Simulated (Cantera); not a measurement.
## Roasting and sulfation: FeS + H₂S + O₂ + SO₂

A closed system holds: 1 mol FeS, 0.45 mol H₂S, 2.9 mol O₂, 0.45 mol SO₂, at 1.20 bar.

These are equilibrium values from Cantera (NASA tables, ideal gas, pure condensed phases), not measurements of a reactor. Candidate condensed phases: Fe, FeO, Fe(OH)₂, Fe(OH)₃, FeS, FeSO₄, FeS₂, Fe₂O₃, Fe₂(SO₄)₃, Fe₃O₄, H₂O, H₂SO₄, S; 22 gas species. The numbers say what is thermodynamically allowed, not how fast it happens.

| T (°C) | x SO₂ | x H₂O | x SO₃ | x O₂ | x H₂SO₄ | x OH | x O | x H₂ | n FeSO₄(s) | n Fe₂(SO₄)₃(s) | n Fe₂O₃(s) |
|---|---|---|---|---|---|---|---|---|---|---|---|
| 550 | 0.596 | 0.399 | 0.00533 | 1.28e-7 | 0.000115 | 9.20e-11 | <1e-12 | 1.48e-10 | 0.556 | 0.222 | 0 |
| 600 | 0.589 | 0.397 | 0.0139 | 4.60e-6 | 0.000138 | 8.73e-10 | <1e-12 | 1.95e-10 | 0.566 | 0.217 | 0 |
| 650 | 0.650 | 0.308 | 0.0419 | 0.000149 | 0.000164 | 6.16e-9 | <1e-12 | 1.68e-10 | 0 | 0.296 | 0.204 |
| 700 | 0.579 | 0.266 | 0.146 | 0.00850 | 0.000270 | 4.67e-8 | 5.70e-12 | 1.01e-10 | 0 | 0.224 | 0.276 |
| 750 | 0.526 | 0.177 | 0.221 | 0.0763 | 0.000157 | 1.76e-7 | 7.85e-11 | 9.98e-11 | 0 | 0 | 0.500 |
| 800 | 0.566 | 0.172 | 0.161 | 0.101 | 6.85e-5 | 4.54e-7 | 3.62e-10 | 3.28e-10 | 0 | 0 | 0.500 |
| 850 | 0.597 | 0.168 | 0.114 | 0.121 | 3.06e-5 | 1.06e-6 | 1.40e-9 | 1.02e-9 | 0 | 0 | 0.500 |
| 900 | 0.619 | 0.166 | 0.0801 | 0.135 | 1.42e-5 | 2.26e-6 | 4.68e-9 | 2.95e-9 | 0 | 0 | 0.500 |
| 950 | 0.635 | 0.164 | 0.0567 | 0.145 | 6.92e-6 | 4.53e-6 | 1.40e-8 | 7.99e-9 | 0 | 0 | 0.500 |
| 1000 | 0.646 | 0.163 | 0.0406 | 0.151 | 3.53e-6 | 8.56e-6 | 3.82e-8 | 2.03e-8 | 0 | 0 | 0.500 |
| 1050 | 0.653 | 0.162 | 0.0295 | 0.156 | 1.88e-6 | 1.54e-5 | 9.59e-8 | 4.85e-8 | 0 | 0 | 0.500 |
| 1100 | 0.658 | 0.161 | 0.0219 | 0.159 | 1.05e-6 | 2.64e-5 | 2.24e-7 | 1.09e-7 | 0 | 0 | 0.500 |
| 1150 | 0.662 | 0.161 | 0.0165 | 0.161 | 6.12e-7 | 4.37e-5 | 4.94e-7 | 2.33e-7 | 0 | 0 | 0.500 |
| 1200 | 0.664 | 0.160 | 0.0126 | 0.163 | 3.69e-7 | 6.99e-5 | 1.03e-6 | 4.75e-7 | 0 | 0 | 0.500 |
x: gas mole fraction; n: condensed amount in mol.

From 550 °C to 600 °C the condensed part is FeSO₄(s) + Fe₂(SO₄)₃(s). From 650 °C to 700 °C the condensed part is Fe₂O₃(s) + Fe₂(SO₄)₃(s). From 750 °C to 1200 °C the condensed part is Fe₂O₃(s).
